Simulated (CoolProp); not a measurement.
A Linde-Hampson liquefier for nitrogen: isothermal reversible compression at 250 K from 1 atm to 10 MPa, throttling to 1 atm, return gas leaving the recuperator 0 K below the feed. Each further row changes one setting.

Computed with CoolProp (reference Helmholtz-energy equation of state, Span 2000).

| case | liquid yield per pass | compression work (kJ/kg of gas) |
|---|---|---|
| as stated | 0.077 | 336 |
| high pressure 20 MPa | 0.128 | 386 |
| warm-end temperature 280 K | 0.055 | 380 |
| warm-end gap 5 K | 0.064 | 336 |
